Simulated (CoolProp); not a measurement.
A single-stage vapour-compression cycle with chloromethane (R40): evaporating at 296.15 K (dew point), condensing at 329.15 K (bubble point), superheat 0 K, subcooling 5 K, compressor efficiency 0.8, no pressure losses. Each further row changes one setting.

Values from CoolProp's reference Helmholtz-energy equation of state, Thol 2014.

| case | cooling COP | pressure ratio | discharge temperature (K) | refrigerating effect (kJ/kg) | volumetric capacity (kJ/m³) |
|---|---|---|---|---|---|
| as stated | 6.44 | 2.39 | 363.3 | 330 | 4110 |
| evaporating temperature 301.15 K | 7.84 | 2.06 | 357.1 | 332 | 4750 |
| condensing temperature 324.15 K | 7.74 | 2.12 | 353.5 | 338 | 4220 |
| subcooling 10 K | 6.60 | 2.39 | 363.3 | 338 | 4220 |
| superheat 10 K | 6.33 | 2.39 | 374.9 | 340 | 4040 |
| compressor efficiency 0.7 | 5.63 | 2.39 | 369.9 | 330 | 4110 |
